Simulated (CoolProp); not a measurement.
A simple Rankine cycle with R245ca: condensing at 300.15 K, boiler at 0.48 MPa, turbine inlet 386.6 K, turbine efficiency 0.8, pump efficiency 0.8, no recuperator. Each further row changes one setting.

Computed with CoolProp (reference Helmholtz-energy equation of state, Zhou 2016).

| case | thermal efficiency (%) | net work (kJ/kg) | heat in (kJ/kg) | turbine exit temperature (K) | volume ratio over the turbine |
|---|---|---|---|---|---|
| as stated | 9.0 | 25.6 | 284 | 357.0 | 4.33 |
| turbine inlet 406.6 K | 8.9 | 27.3 | 306 | 377.0 | 4.31 |
| condensing temperature 292.15 K | 10.5 | 30.9 | 295 | 351.3 | 5.87 |
| boiler pressure 0.336 MPa | 7.0 | 20.0 | 286 | 364.6 | 3.02 |
| turbine efficiency 0.7 | 7.9 | 22.4 | 284 | 360.1 | 4.37 |
